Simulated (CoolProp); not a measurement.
Saturation properties of R1233zd(E) (Tc = 438.9 K, pc = 3583 kPa, ω = 0.304).

The numbers come from the reference Helmholtz-energy equation of state, Akasaka 2022 in CoolProp.

```json
[
 {"T (K)": "260.1", "p (kPa)": "26.46", "vapour density (kg/m³)": "1.622", "enthalpy of vaporisation (kJ/kg)": "208.7"},
 {"T (K)": "266", "p (kPa)": "35.11", "vapour density (kg/m³)": "2.112", "enthalpy of vaporisation (kJ/kg)": "206.1"},
 {"T (K)": "272", "p (kPa)": "46.12", "vapour density (kg/m³)": "2.725", "enthalpy of vaporisation (kJ/kg)": "203.3"},
 {"T (K)": "277.9", "p (kPa)": "59.49", "vapour density (kg/m³)": "3.457", "enthalpy of vaporisation (kJ/kg)": "200.6"},
 {"T (K)": "283.8", "p (kPa)": "75.78", "vapour density (kg/m³)": "4.336", "enthalpy of vaporisation (kJ/kg)": "197.9"},
 {"T (K)": "289.7", "p (kPa)": "95.43", "vapour density (kg/m³)": "5.384", "enthalpy of vaporisation (kJ/kg)": "195.1"},
 {"T (K)": "295.6", "p (kPa)": "118.9", "vapour density (kg/m³)": "6.620", "enthalpy of vaporisation (kJ/kg)": "192.2"},
 {"T (K)": "301.5", "p (kPa)": "146.7", "vapour density (kg/m³)": "8.070", "enthalpy of vaporisation (kJ/kg)": "189.2"},
 {"T (K)": "307.4", "p (kPa)": "179.2", "vapour density (kg/m³)": "9.759", "enthalpy of vaporisation (kJ/kg)": "186.2"},
 {"T (K)": "313.3", "p (kPa)": "217.1", "vapour density (kg/m³)": "11.72", "enthalpy of vaporisation (kJ/kg)": "183.0"},
 {"T (K)": "319.2", "p (kPa)": "261.0", "vapour density (kg/m³)": "13.97", "enthalpy of vaporisation (kJ/kg)": "179.8"},
 {"T (K)": "325.1", "p (kPa)": "311.3", "vapour density (kg/m³)": "16.56", "enthalpy of vaporisation (kJ/kg)": "176.4"},
 {"T (K)": "331", "p (kPa)": "368.7", "vapour density (kg/m³)": "19.52", "enthalpy of vaporisation (kJ/kg)": "172.9"}
]
```

It boils at 291.3 K under 1 atm.
